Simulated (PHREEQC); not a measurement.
Consider water at 25 °C with 0.00032 mol/kgw (NH4)2SiF6 and 0.034 mol/kgw H2SO4. Closed to the air; pH follows from the charge balance.

Computed with PHREEQC (ion-association model, phreeqc.dat).

Precipitation was switched off in this run.

**Question.** Order these S species by the share of S that they hold, largest first: NH4SO4-, HSO4-, SO4-2.

**Answer.** HSO4- (67 %), SO4-2 (33 %), NH4SO4- (0.11 %)

The pH is 1.42 and the ionic strength 0.0566 mol/kgw. Examples of supersaturated solids here: Quartz (slow to form), Chalcedony (slow to form). Others may be too. SiF6-2 is the database's only silicon fluoride.
